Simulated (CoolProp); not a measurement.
Computed with CoolProp (reference Helmholtz-energy equation of state, Lemmon 2006). It is a short technical equation, of lower accuracy than the large ones.

Q: Give the vapour pressure (kPa), liquid density (kg/m³), vapour density (kg/m³), enthalpy of vaporisation (kJ/kg) of saturated toluene at 312.6, 518.2, 563.9 K.

A: 
```csv
T (K),p (kPa),liquid density (kg/m³),vapour density (kg/m³),enthalpy of vaporisation (kJ/kg)
312.6,7.69,849,0.275,404
518.2,1550,609,45.9,240
563.9,2910,508,105,160
```
